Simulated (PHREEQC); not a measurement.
Metal-bearing waste water

Consider water at 20 °C with 0.009 mol/kgw FeSO4, 0.00014 mol/kgw CuCl2 and 0.00035 mol/kgw H2SO4. Closed to the air; pH follows from the charge balance.

The numbers come from PHREEQC with the ion-association model, phreeqc.dat.

```yaml
pH: 3.34
ionic_strength: 0.0279 mol/kgw
specific_conductance: 1490 µS/cm
total_alkalinity: -0.700 meq/kg
```

| species | molality | activity | log γ |
|---|---|---|---|
| SO4-2 | 0.00688 | 0.00372 | -0.267 |
| Fe+2 | 0.00674 | 0.00375 | -0.254 |
| FeSO4 | 0.00225 | 0.00226 | 0.003 |
| H+ | 0.000519 | 0.000455 | -0.057 |
| Cl- | 0.000278 | 0.000237 | -0.070 |
| HSO4- | 0.000173 | 0.000148 | -0.068 |
| Cu+2 | 9.95e-5 | 5.54e-5 | -0.254 |
| CuSO4 | 4.04e-5 | 4.07e-5 | 0.003 |
| FeHSO4+ | 7.82e-6 | 6.68e-6 | -0.068 |
| FeCl+ | 1.44e-6 | 1.23e-6 | -0.068 |

This is a speciation only: nothing precipitates in the calculation. Species that the database lacks are ignored.
